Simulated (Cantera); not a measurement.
Charge: 1 mol Si, 0.069 mol N2O, a varied amount of N2, held at 1.00 mbar.

Cantera equilibrium calculation (NASA polynomials, part measured and part estimated; ideal gas, pure solids and liquids). Candidate condensed phases: Si, SiO2, Si2N2O, Si3N4; 16 gas species. Rates play no part.

Stable condensed phases, one row left out:

```
T in K \ n(N2) in mol
         15 21 28 34 41 47 54 60 67 73 80 86
   2050   A  A  A  A  A  A  A  A  A  A  A  A
   1950   B  B  B  B  A  A  A  A  A  A  A  A
   1900   B  B  B  B  B  B  B  B  B  A  A  A
   1850   B  B  B  B  B  B  B  B  B  B  B  B
   1800   B  B  B  B  B  B  B  B  B  B  B  B
   1750   B  B  B  B  B  B  B  B  B  B  B  B
   1700   B  B  B  B  B  B  B  B  B  B  B  B
   1650   C  C  C  C  C  C  C  C  C  C  C  C
```

A: gas only; B: Si; C: Si3N4.

Problem. Give the row for 2000 K.

Solution. 15: Si; 21: gas only; 28: gas only; 34: gas only; 41: gas only; 47: gas only; 54: gas only; 60: gas only; 67: gas only; 73: gas only; 80: gas only; 86: gas only.
